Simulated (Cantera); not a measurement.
**Ignition delay**

Mixture: CO : H2 : CH4 : O2 : N2 = 1 : 0.23 : 0.082 : 0.599 : 2.25 (molar parts), equivalence ratio 1.3, at 7500 Torr, adiabatic and at constant pressure. Ignition delay is the time to a rise of 400 K.

Detailed kinetics in Cantera: GRI-Mech 3.0 (53 species, 325 reactions). Below about 1000 K GRI-Mech 3.0 lacks low-temperature oxidation paths.

| T0 (K) | delay (ms) |
|---|---|
| 950 | 11.5 |
| 1000 | 3.21 |
| 1050 | 1.01 |
| 1100 | 0.360 |
| 1150 | 0.148 |
| 1200 | 0.0707 |
| 1250 | 0.0383 |
| 1300 | 0.0229 |
| 1350 | 0.0148 |
| 1400 | 0.0102 |

```json
{
 "apparent activation energy between 1300 and 1400 K": "120 kJ/mol"
}
```
